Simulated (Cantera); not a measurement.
Charge: 1 mol C2H4, 0.016 mol O2, held at 79.0 bar.

Cantera equilibrium calculation (NASA polynomials, part measured and part estimated; ideal gas, pure solids and liquids). Candidate condensed phases: C, C6H6, C7H8, C8H18, H2O; 110 gas species. The ideal-gas law is rough above about 30 bar. Rates play no part.

What share of the C ends up in condensed phases as a function of T (K), at 675, 875, 1075, 1275, 1475, 1675, 1875, 2075, 2275, 2475, 2675?


| T (K) | C condensed (%) | as |
|---|---|---|
| 675 | 51.5 | C(graphite) |
| 875 | 55.0 | C(graphite) |
| 1075 | 63.1 | C(graphite) |
| 1275 | 74.6 | C(graphite) |
| 1475 | 84.8 | C(graphite) |
| 1675 | 91.1 | C(graphite) |
| 1875 | 94.2 | C(graphite) |
| 2075 | 95.6 | C(graphite) |
| 2275 | 95.9 | C(graphite) |
| 2475 | 95.2 | C(graphite) |
| 2675 | 93.1 | C(graphite) |
